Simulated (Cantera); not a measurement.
**Hydrogen reduction and annealing atmospheres: PbO + H2 + N2**

Feed: 1 mol PbO, 61 mol H2, 8.8 mol N2, held at 923.15 K.

These are equilibrium values from Cantera (NASA tables, ideal gas, pure condensed phases), not measurements of a reactor. Candidate condensed phases: H2O, Pb, PbO, PbO2, Pb3O4; 27 gas species. Kinetics and transport are ignored.

At 10.0 Pa nothing is condensed. From 68.0 Pa to 10.0 bar the condensed part is Pb(l). The main Pb-bearing gas is Pb throughout.

```json
[
 {"P (Pa)": "10", "x H2": "0.847", "x N2": "0.124", "x H2O": "0.0141", "x Pb": "0.0141", "x NH3": "2.77e-8", "x H": "2.26e-8", "x Pb2": "7.08e-9", "n Pb(l)": "0"},
 {"P (Pa)": "68", "x H2": "0.856", "x N2": "0.126", "x H2O": "0.0143", "x Pb": "0.00374", "x NH3": "1.93e-7", "x H": "8.72e-9", "x Pb2": "3.38e-9", "n Pb(l)": "0.738"},
 {"P (Pa)": "460", "x H2": "0.859", "x N2": "0.126", "x H2O": "0.0143", "x Pb": "0.000553", "x NH3": "1.31e-6", "x H": "3.36e-9", "x Pb2": "5.00e-10", "n Pb(l)": "0.961"},
 {"P (Pa)": "3200", "x H2": "0.860", "x N2": "0.126", "x H2O": "0.0143", "x Pb": "7.96e-5", "x NH3": "9.13e-6", "x H": "1.27e-9", "x Pb2": "7.19e-11", "n Pb(l)": "0.994"},
 {"P (Pa)": "22000", "x H2": "0.860", "x N2": "0.126", "x H2O": "0.0143", "x Pb": "1.16e-5", "x NH3": "6.28e-5", "x H": "4.86e-10", "x Pb2": "1.05e-11", "n Pb(l)": "0.999"},
 {"P (Pa)": "150000", "x H2": "0.859", "x N2": "0.126", "x H2O": "0.0143", "x Pb": "1.70e-6", "x NH3": "0.000428", "x H": "1.86e-10", "x Pb2": "1.53e-12", "n Pb(l)": "1.000"},
 {"P (Pa)": "1000000", "x H2": "0.858", "x N2": "0.125", "x H2O": "0.0144", "x Pb": "2.55e-7", "x NH3": "0.00283", "x H": "7.20e-11", "x Pb2": "<1e-12", "n Pb(l)": "1.000"}
]
```
x: gas mole fraction; n: condensed amount in mol.
